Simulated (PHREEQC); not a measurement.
A made-up water analysis in mg/kgw, 25 °C, pH 2.76, pe 8.2: Na 665; K 0.0105; Ca 398; Mg 36.2; Cl 149; S(6) as SO4 2530; Zn 2.69.

Valence states are taken as typed.

Computed with PHREEQC (ion-association model, phreeqc.dat).

```tsv
quantity	before	after
ionic strength (mol/kgw)	0.0707	0.0526
Na+ (mol/kgw)	0.0278	0.0284
SO4-2 (mol/kgw)	0.0191	0.00878
Ca+2 (mol/kgw)	0.00617	0.00745
CaSO4 (mol/kgw)	0.00370	0.00244
SI of Gypsum (CaSO4:2H2O)	-0.09	-0.28
SI of Halite (NaCl)	-5.70	-5.67
```

Question: Which change was made?
A. Na from 665 to 1330 mg/kgw
B. S(6) from 2530 to 1260 mg/kgw
C. temperature from 25 to 40 °C at the same typed pH

Answer: B, S(6) from 2530 to 1260 mg/kgw

This is a speciation only: nothing precipitates in the calculation.
